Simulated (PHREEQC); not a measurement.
Solution (25 °C): 0.00042 mol Ca(HCO3)2 and 3.2e-05 mol Na2SO4 per kg of water. Closed to the air; pH follows from the charge balance.

Equilibrium calculation in PHREEQC: Pitzer model, pitzer.dat.

```
quantity                          before     after
-------------------------------  -------  --------
pH                                  8.26      8.22
ionic strength (mol/kgw)         0.00136  0.000730
SI of Mirabilite (Na2SO4:10H2O)   -11.76    -11.73
SI of Thenardite (Na2SO4)         -12.70    -12.67
```

Question: Name the change that produced these shifts.
A. Ca(HCO3)2 from 0.00042 to 0.00021 mol/kgw
B. Ca(HCO3)2 from 0.00042 to 0.00063 mol/kgw
C. 1.9e-05 mol/kgw Na2B4O7 added
D. Ca(HCO3)2 replaced by NaHCO3 at the same molality
E. Ca(HCO3)2 from 0.00042 to 0.0021 mol/kgw

Answer: A, Ca(HCO3)2 from 0.00042 to 0.00021 mol/kgw

This is a speciation only: nothing precipitates in the calculation.
